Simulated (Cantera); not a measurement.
**Equilibrium for silicon etching in halogen gases: Si + Br2 + N2**

A closed system holds: 1 mol Si, 4.9 mol Br2, a varied amount of N2, held at 1500 K and 0.140 bar.

Method: chemical equilibrium by Gibbs-energy minimisation in Cantera with the NASA 1993 tables (ideal gas, pure condensed phases). Candidate condensed phases: Br2, Si, Si3N4; 13 gas species. The tables' values for SiBr3 are old estimates; treat these amounts as uncertain. Equilibrium is a limit: real reactors are often held back by kinetics, nucleation or transport.

```json
[
 {"n(N2) (mol)": "5.4", "log p N2": "-1.16", "log p Br": "-1.40", "log p Br2": "-1.75", "log p SiBr4": "-1.89", "log p SiBr3": "-4.25", "log p SiBr2": "-5.33"},
 {"n(N2) (mol)": "13", "log p N2": "-1.01", "log p Br": "-1.57", "log p Br2": "-2.09", "log p SiBr4": "-2.13", "log p SiBr3": "-4.32", "log p SiBr2": "-5.24"},
 {"n(N2) (mol)": "21", "log p N2": "-0.96", "log p Br": "-1.68", "log p Br2": "-2.32", "log p SiBr4": "-2.29", "log p SiBr3": "-4.36", "log p SiBr2": "-5.16"},
 {"n(N2) (mol)": "29", "log p N2": "-0.94", "log p Br": "-1.77", "log p Br2": "-2.50", "log p SiBr4": "-2.40", "log p SiBr3": "-4.39", "log p SiBr2": "-5.10"},
 {"n(N2) (mol)": "36", "log p N2": "-0.92", "log p Br": "-1.84", "log p Br2": "-2.62", "log p SiBr4": "-2.48", "log p SiBr3": "-4.41", "log p SiBr2": "-5.06"},
 {"n(N2) (mol)": "44", "log p N2": "-0.91", "log p Br": "-1.90", "log p Br2": "-2.75", "log p SiBr4": "-2.56", "log p SiBr3": "-4.42", "log p SiBr2": "-5.01"},
 {"n(N2) (mol)": "52", "log p N2": "-0.90", "log p Br": "-1.95", "log p Br2": "-2.85", "log p SiBr4": "-2.63", "log p SiBr3": "-4.44", "log p SiBr2": "-4.97"},
 {"n(N2) (mol)": "60", "log p N2": "-0.90", "log p Br": "-2.00", "log p Br2": "-2.95", "log p SiBr4": "-2.69", "log p SiBr3": "-4.45", "log p SiBr2": "-4.93"}
]
```
log p: log10 of the partial pressure in bar; nothing condenses.

From 5.4 mol N2 to 60 mol N2 nothing is condensed. The main Si-bearing gas is SiBr4 throughout.
